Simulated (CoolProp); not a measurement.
The numbers come from the reference Helmholtz-energy equation of state, Gao 2020 in CoolProp.

### Question
For ammonia, give the phase and the speed of sound (m/s), isothermal compressibility (1/MPa), expansivity (1/kK), Prandtl number at 68.05 °C and 23200 kPa.

### Answer
- 68.05 °C and 23200 kPa: liquid; speed of sound 1200, isothermal compressibility 0.00218, expansivity 2.75, Prandtl number 1.19

Viscosity comes from a separate model (Fenghour 1995). Thermal conductivity comes from a separate model (Tufeu 1984).
